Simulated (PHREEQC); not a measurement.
# Acid mine or pickling water: speciation

A made-up water analysis in mg/kgw, 25 °C, pH 2.51, pe 10.2:

```json
[
 {"constituent": "Na", "mg/kgw": "25.6"},
 {"constituent": "K", "mg/kgw": "1.05"},
 {"constituent": "Ca", "mg/kgw": "233"},
 {"constituent": "Mg", "mg/kgw": "6.43"},
 {"constituent": "Cl", "mg/kgw": "138"},
 {"constituent": "S(6) as SO4", "mg/kgw": "729"},
 {"constituent": "F", "mg/kgw": "5.7"},
 {"constituent": "N(5) as NO3", "mg/kgw": "0.556"},
 {"constituent": "Cu(2)", "mg/kgw": "1.56"},
 {"constituent": "Zn", "mg/kgw": "4.48"}
]
```

Valence states are taken as typed.

All values are PHREEQC results (ion-association model, phreeqc.dat), not measurements.

This is a speciation only: nothing precipitates in the calculation.

Predict the ionic strength, specific conductance, charge-balance error.

ionic strength 0.0247 mol/kgw; specific conductance 2600 µS/cm; charge-balance error -3.8 %.

In which forms is F present?

HF 80 %, F- 20 % of the F.
